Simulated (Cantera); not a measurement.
## Stirred combustor or abatement burner

A perfectly stirred reactor is fed with 18.5 % H2, 17.1 % O2, 64.4 % N2, equivalence ratio 0.54, at 9.87 atm; it is adiabatic with a 375 K inlet, and is followed from long to short residence time, starting on the burning branch (τ in s: 0.054, 0.028, 0.015, 0.0077, 0.004, 0.0021, 0.0011, 0.00057, 0.00029, 0.00015, 8e-05, 4.2e-05, 2.2e-05).

Model: the H2/O2 subset of GRI-Mech 3.0, which has no nitrogen chemistry, integrated in Cantera. The hydrogen kinetics of GRI-Mech 3.0 are dated; newer H2 mechanisms differ, most at raised pressure.

```tsv
τ (s)	T (K)	x H2	x O2	x OH	x H2O2	x H	x HO2
0.054	1791	3.94e-5	0.0867	0.000513	2.22e-7	9.18e-7	2.15e-6
0.028	1790	6.03e-5	0.0867	0.000573	2.64e-7	1.43e-6	2.72e-6
0.015	1790	9.18e-5	0.0867	0.000652	3.25e-7	2.34e-6	3.64e-6
0.0077	1789	0.000145	0.0867	0.000765	4.19e-7	4.13e-6	5.26e-6
0.0040	1787	0.000227	0.0867	0.000908	5.49e-7	7.46e-6	7.84e-6
0.0021	1786	0.000352	0.0866	0.00108	7.20e-7	1.36e-5	1.19e-5
0.0011	1783	0.000547	0.0867	0.00130	9.46e-7	2.50e-5	1.81e-5
0.00057	1779	0.000854	0.0867	0.00156	1.24e-6	4.66e-5	2.79e-5
0.00029	1774	0.00135	0.0868	0.00188	1.63e-6	8.88e-5	4.31e-5
0.00015	1765	0.00211	0.0869	0.00225	2.12e-6	0.000166	6.54e-5
8.0e-5	1754	0.00322	0.0872	0.00264	2.69e-6	0.000299	9.57e-5
4.2e-5	1736	0.00499	0.0878	0.00308	3.44e-6	0.000540	0.000139
2.2e-5	1708	0.00783	0.0887	0.00349	4.45e-6	0.000957	0.000198
```
x: mole fraction; the columns are a selection and need not sum to one.
